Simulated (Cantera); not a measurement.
Charge: 1 mol HMDSO, 0.096 mol O₂, held at 852 °C and 2400 Pa.

Cantera equilibrium calculation (NASA polynomials, part measured and part estimated; ideal gas, pure solids and liquids). Candidate condensed phases: C, C₆H₆, C₇H₈, C₈H₁₈, H₂O, Si, SiC, SiO₂; 123 gas species. The feed counts by its element totals alone. Mutual solubility and eutectic melting of coexisting phases are not modelled. Equilibrium is a limit: real reactors are often held back by kinetics, nucleation or transport.

Base state: H₂ 0.999, CH₄ 0.000691, CO 0.000301 (mole fractions); condensed: C(graphite) + SiC(s) + SiO₂(β-quartz).

**Question.** What changes in the equilibrium state with this change: temperature from 852 °C to 1602 °C?

**Answer.** 
```csv
species,before,after
H₂,0.999,0.879
CO,0.000301,0.116
H,2.87e-7,0.00397
SiO,7.16e-8,0.000792
Si,<1e-9,1.26e-5
C₂H₂ (acetylene),2.29e-8,0.000278
CH₄,0.000691,1.12e-5
"C(graphite), mol",4.59,2.82
"SiC(s), mol",1.41,1.99
"SiO₂(β-quartz), mol",0.595,0
```
